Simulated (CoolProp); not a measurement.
Saturation properties of methane.

Values from CoolProp's reference Helmholtz-energy equation of state, Setzmann 1991.

| T (°C) | p (bar) | liquid density (kg/m³) | vapour density (kg/m³) | enthalpy of vaporisation (kJ/kg) | surface tension (mN/m) | liquid viscosity (µPa s) |
|---|---|---|---|---|---|---|
| -155.35 | 1.633 | 413.3 | 2.817 | 499.1 | 11.7 | 103 |
| -151.35 | 2.170 | 407.1 | 3.663 | (withheld) | 11.0 | 94.7 |
| -147.35 | 2.830 | 400.8 | 4.687 | 482.0 | 10.2 | 87.7 |
| -143.35 | 3.629 | 394.4 | (withheld) | 472.5 | 9.44 | 81.5 |
| -139.45 | (withheld) | (withheld) | 7.330 | 462.6 | 8.72 | 76.0 |
| -135.45 | 5.681 | 381.0 | 9.038 | 451.8 | 7.98 | 70.9 |
| -131.45 | 6.994 | (withheld) | 11.04 | 440.1 | 7.25 | 66.1 |
| -127.45 | 8.514 | 366.3 | 13.38 | 427.4 | 6.54 | 61.8 |
| -123.45 | 10.26 | (withheld) | 16.11 | 413.7 | 5.84 | 57.7 |
| -119.55 | 12.20 | 350.5 | 19.19 | 399.1 | 5.17 | 53.9 |

Problem. Fill in the missing entries.

Solution. 
- -151.35, enthalpy of vaporisation (kJ/kg): 490.8
- -143.35, vapour density (kg/m³): 5.913
- -139.45, p (bar): 4.558
- -139.45, liquid density (kg/m³): 387.9
- -131.45, liquid density (kg/m³): 373.8
- -123.45, liquid density (kg/m³): 358.5

It boils at -161.5 °C under 1 atm.

Viscosity comes from a separate model (Quiñones-Cisneros 2006). Surface tension comes from a separate correlation (Mulero 2012).
